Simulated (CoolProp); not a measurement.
A simple Rankine cycle with n-heptane: condensing at 292.15 K, boiler at 0.0873 MPa, turbine inlet 516.5 K, turbine efficiency 0.75, pump efficiency 0.8, no recuperator. Each further row changes one setting.

Model: reference Helmholtz-energy equation of state, Span 2003, in CoolProp. It is a short technical equation, of lower accuracy than the large ones.

```
case                             thermal efficiency (%)  net work (kJ/kg)  heat in (kJ/kg)  turbine exit temperature (K)  volume ratio over the turbine
-------------------------------  ----------------------  ----------------  ---------------  ----------------------------  -----------------------------
as stated                                          10.7              90.3              841                         479.7                           18.3
turbine inlet 536.5 K                              10.5              94.0              894                         499.4                           18.3
condensing temperature 284.15 K                    12.0               103              859                         474.5                           28.0
boiler pressure 0.0611 MPa                          9.5              80.0              842                         484.1                           12.9
turbine efficiency 0.65                             9.3              78.2              841                         484.6                           18.5
```
